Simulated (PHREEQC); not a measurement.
Make-up at 5.2 °C: 0.0002 mol CuSO4, 7.3e-07 mol HNO3 and 0.00027 mol FeCl3 per kg of water. Closed to the air; pH follows from the charge balance.

Model: ion-association model, phreeqc.dat, run in PHREEQC.

No solid was allowed to form.

Task: Order these S species by the share of S that they hold, largest first: HSO4-, CuSO4, FeSO4+, SO4-2.

Result: SO4-2 (87 %), FeSO4+ (9.7 %), CuSO4 (2.1 %), HSO4- (1.4 %)

Task: Order these Fe species by the share of Fe that they hold, largest first: Fe(OH)2+, FeSO4+, Fe+3, FeOH+2, Fe2(OH)2+4.

Result: FeOH+2 (55 %), Fe(OH)2+ (26 %), Fe+3 (10 %), FeSO4+ (7.2 %), Fe2(OH)2+4 (1.5 %)

The pH is 3.56 and the ionic strength 0.00178 mol/kgw. The solution is supersaturated, for example in Hematite (slow to form), Goethite (slow to form), so a real one may precipitate; this is no full list. Complexes and solids missing from the database can't appear. Away from 25 °C the constants follow the database's enthalpies or fits; those with neither stay at their 25 °C values.
